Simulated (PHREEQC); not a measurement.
# Brine

Solution (25 °C): 1 mol MgSO4, 0.044 mol K2SO4 and 3.2 mol MgCl2 per kg of water. Closed to the air; pH follows from the charge balance.

Model: Pitzer model, pitzer.dat, run in PHREEQC.

Precipitation was switched off in this run.

Task: Predict the activity of water, density.

Result: activity of water 0.602; density 1.289 g/cm³.

Saturation is exceeded, for instance for Epsomite, Hexahydrite; the values hold only as long as no solid forms. Species that the database lacks are ignored.
